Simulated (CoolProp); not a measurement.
R1336mzz(E) along the isobar 9.22 bar: density (kg/m³) from the reference equation and from simpler models built on Tc = 403.5 K, pc = 27.79 bar, ω = 0.413; each cubic takes its own stable root.

Model: reference Helmholtz-energy equation of state, Akasaka 2023, in CoolProp.

```csv
T (K),phase,reference
266,liquid,1419
271.1,liquid,1405
276.3,liquid,1391
281.5,liquid,1377
286.7,liquid,1362
291.8,liquid,1348
297,liquid,1332
302.2,liquid,1316
307.3,liquid,1300
312.5,liquid,1283
317.7,liquid,1266
322.9,liquid,1247
```

**Question.** How far does each simpler model (Redlich-Kwong, Soave-Redlich-Kwong, Peng-Robinson) lie from the reference over these 12 states: mean and median of the absolute difference, and the worst?

**Answer.** 
- Redlich-Kwong: mean 18.5 %, median 18.3 %, worst -20.3 % at 322.9 K and 9.22 bar
- Soave-Redlich-Kwong: mean 12.8 %, median 12.6 %, worst -13.9 % at 322.9 K and 9.22 bar
- Peng-Robinson: mean 1.3 %, median 1.2 %, worst -2.3 % at 322.9 K and 9.22 bar
